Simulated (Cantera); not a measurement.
Input: 1 mol C₃H₆, 0.012 mol O₂, a varied amount of H₂, at 1673 K and 81.0 bar.

Equilibrium computed with Cantera from the NASA thermochemical tables; the gas is ideal and each condensed phase is pure. Candidate condensed phases: C, C₆H₆, C₇H₈, C₈H₁₈, H₂O; 110 gas species. The ideal-gas law is rough above about 30 bar. Kinetics and transport are ignored.

Question: At 1.1 mol H₂, list the 7 most abundant gas species with their mole fractions, and the condensed phases.

Answer: H₂ 0.912, CH₄ 0.0817, CO 0.00605, H₂O 0.000251, C₂H₄ 0.000231, C₂H₂ (acetylene) 5.19e-5, C₂H₆ 4.58e-5. Condensed: C(graphite).
